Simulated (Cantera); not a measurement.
A closed system holds: 1 mol SiCl₄, 1.1 mol Cl₂, a varied amount of H₂, 2.2 mol HCl, held at 748.15 K and 0.210 bar.

Cantera equilibrium calculation (NASA polynomials, part measured and part estimated; ideal gas, pure solids and liquids). Candidate condensed phases: Si; 19 gas species. Rates play no part.

log p: log10 of the partial pressure in bar; nothing condenses.

```tsv
n(H₂) (mol)	log p HCl	log p H₂	log p SiCl₄	log p Cl₂	log p SiHCl₃	log p Cl	log p SiCl₃
0.8	-0.81	<-12	-1.39	-1.91	<-12	-6.54	<-12
1.1	-0.77	-7.68	-1.41	-7.69	[?]	-9.43	-11.49
1.5	-0.80	-1.84	-1.44	<-12	[?]	-12.38	-8.56
1.8	-0.82	-1.62	-1.46	<-12	[?]	-12.52	-8.45
2.2	-0.85	-1.45	-1.49	<-12	[?]	-12.63	-8.37
2.5	-0.87	-1.36	-1.51	<-12	[?]	<-12	-8.33
2.9	-0.89	-1.28	-1.54	<-12	-5.28	<-12	-8.29
3.2	-0.91	-1.23	-1.55	<-12	-5.23	<-12	-8.26
3.6	-0.93	-1.18	-1.58	<-12	-5.18	<-12	-8.23
3.9	-0.95	-1.14	-1.59	<-12	-5.14	<-12	-8.22
4.3	-0.97	-1.11	-1.61	<-12	-5.11	<-12	-8.20
4.6	-0.98	-1.08	-1.63	<-12	-5.08	<-12	-8.19
```

Problem. Complete the blanks.

Solution. 
- 1.1, log p SiHCl₃: -11.68
- 1.5, log p SiHCl₃: -5.84
- 1.8, log p SiHCl₃: -5.62
- 2.2, log p SiHCl₃: -5.45
- 2.5, log p SiHCl₃: -5.36
